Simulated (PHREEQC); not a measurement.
Consider water at 45 °C with 0.002 mol/kgw ZnSO4, 3.8e-05 mol/kgw CaCl2, 0.016 mol/kgw HCl and 0.00022 mol/kgw Na2SO4. Closed to the air; pH follows from the charge balance.

The numbers come from PHREEQC with the ion-association model, wateq4f.dat.

| quantity | before | after |
|---|---|---|
| pH | 1.88 | 1.98 |
| ionic strength (mol/kgw) | 0.0216 | 0.0399 |
| Zn+2 (mol/kgw) | 0.00176 | 0.00755 |
| SO4-2 (mol/kgw) | 0.000895 | 0.00417 |
| SI of Gypsum (CaSO4:2H2O) | -3.39 | -2.92 |
| SI of Goslarite (ZnSO4:7H2O) | -4.49 | -3.32 |

Question: Name the change that produced these shifts.
A) HCl replaced by CsCl at the same molality
B) ZnSO4 from 0.002 to 0.01 mol/kgw
C) Na2SO4 replaced by NaHSO4 at the same molality
D) diluted 10-fold with water

Answer: B, ZnSO4 from 0.002 to 0.01 mol/kgw

This is a speciation only: nothing precipitates in the calculation. Away from 25 °C the constants follow the database's enthalpies or fits; those with neither stay at their 25 °C values.
